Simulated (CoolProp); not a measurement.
Vapour-liquid equilibrium of R13 (1) + R113 (2) at -15.55 °C; x and y are mole fractions of (1).

Computed with CoolProp (multi-fluid Helmholtz-energy mixture model, Platzer 1990 and Marx 1992; pair parameters Bell 2016). This equation is an older, rougher fit; its heat capacities, sound speeds and derivatives of the liquid may be far off and weren't checked against measurements.

| x | bubble pressure (kPa) | y at the bubble point | dew pressure at overall composition x (kPa) | liquid density (mol/L) |
|---|---|---|---|---|
| 0.05 | 95.22 | 0.930 | 7.053 | 8.998 |
| 0.15 | 256.7 | 0.974 | 7.884 | ? |
| 0.25 | 400.4 | 0.984 | 8.937 | 9.637 |
| 0.35 | 529.8 | 0.988 | 10.31 | 9.975 |
| 0.45 | 647.9 | 0.991 | 12.19 | ? |
| 0.55 | 758.2 | 0.993 | 14.90 | 10.67 |
| 0.65 | 864.1 | 0.994 | 19.16 | 11.01 |
| 0.75 | 970.4 | 0.995 | 26.82 | 11.33 |
| 0.85 | 1084 | ? | 44.68 | 11.59 |
| 0.95 | 1217 | 0.999 | 133.6 | 11.71 |

What belongs in the gaps?


- 0.15, liquid density (mol/L): 9.311
- 0.45, liquid density (mol/L): 10.32
- 0.85, y at the bubble point: 0.997

No azeotrope shows between x = 0.05 and 0.95.

The pair parameters rest on a limited set of measurements; away from them the model extrapolates. The gap from Raoult's law changes sign with composition, which may be real or a fault of the pair parameters; it wasn't checked against measurements.
